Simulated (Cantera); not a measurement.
What does this Cantera script print?

```python
import numpy as np
import cantera as ct

gas_names = """
    AL ALCL ALCL2 ALCL3 ALH AL2 AL2CL6 CL CL2 H HCL H2
""".split()
cond_names = """
    AL(cr) AL(L) ALCL3(s) ALCL3(L)
""".split()


def load(file, names, dense=False):
    # The tables refer to 1 bar. Condensed volumes are neglected.
    table = {s.name: s for s in ct.Species.list_from_file(file)}
    out = []
    for n in names:
        d = dict(table[n].input_data)
        d["thermo"] = dict(d["thermo"], **{"reference-pressure": 1e5})
        if dense:
            d["equation-of-state"] = {"model": "constant-volume", "density": "1e6 g/cm^3"}
        out.append(ct.Species.from_dict(d))
    return out


gas = ct.Solution(thermo="ideal-gas", species=load("nasa_gas.yaml", gas_names))
cond = {s.name: ct.Solution(thermo="fixed-stoichiometry", species=[s], name=s.name)
        for s in load("nasa_condensed.yaml", cond_names, dense=True)}
atoms = {
    'Al': {'AL': 1},
    'HCl': {'H': 1, 'CL': 1},
    'H2': {'H': 2},
}
top_T = {}  # K; cautious upper limits of use, not melting points


def equilibrate(T, P, feed):
    n = {}
    for name, mol in feed.items():
        for a, k in atoms[name].items():
            n[a] = n.get(a, 0.0) + k * mol
    gas.TPX = T, P, n
    mass = sum(n.values()) * gas.mean_molecular_weight
    gas.equilibrate("TP")
    valid = [c for c in cond.values() if c.min_temp <= T <= top_T.get(c.name, c.max_temp)]
    mix = ct.Mixture([(gas, mass / gas.mean_molecular_weight)] + [(c, 0.0) for c in valid])
    mix.T, mix.P = T, P
    mix.equilibrate("TP", solver="vcs", rtol=1e-11, max_steps=5000)
    return mix


results = []
T = 848  # K
P = 5500  # Pa
for m in [3, 6, 9, 12, 15, 18, 21, 24, 27, 30, 33, 36]:
    feed = {'Al': 1, 'HCl': 3.9, 'H2': m}  # mol
    mix = equilibrate(T, P, feed)
    results.append((T, P, feed, dict(zip(mix.species_names, mix.species_moles))))

top = {s: max(r[3][s] / sum(r[3][g] for g in gas_names) for r in results) for s in gas_names}
cols = sorted((s for s in top if top[s] > 1e-05), key=lambda s: -top[s])[:8]
seen = [c for c in cond_names if any(r[3].get(c, 0) > 1e-12 for r in results)]
print("log10 of partial pressures in bar; condensed amounts in mol")
print(f"{'n(H2)':>10s}" + "".join(f"{s[:9]:>10s}" for s in cols + seen))
for T, P, feed, n in results:
    ng = sum(n[g] for g in gas_names)
    print(f"{feed['H2']:10.4g}" + "".join(f"{np.log10(max(n[s] / ng * P / 1e5, 1e-99)):10.3f}" for s in cols)
          + "".join(f"{n.get(c, 0):10.4g}" for c in seen))
```

Output:

```
log10 of partial pressures in bar; condensed amounts in mol
     n(H2)        H2     ALCL3       HCL    AL2CL6
         3    -1.412    -2.074    -2.111    -4.060
         6    -1.357    -2.239    -2.278    -4.389
         9    -1.332    -2.358    -2.399    -4.627
        12    -1.317    -2.451    -2.493    -4.814
        15    -1.307    -2.528    -2.570    -4.967
        18    -1.300    -2.593    -2.636    -5.098
        21    -1.295    -2.649    -2.693    -5.211
        24    -1.291    -2.699    -2.743    -5.311
        27    -1.288    -2.744    -2.788    -5.401
        30    -1.285    -2.785    -2.829    -5.483
        33    -1.283    -2.822    -2.866    -5.557
        36    -1.281    -2.857    -2.901    -5.626
```

These are equilibrium values from Cantera (NASA tables, ideal gas, pure condensed phases), not measurements of a reactor.
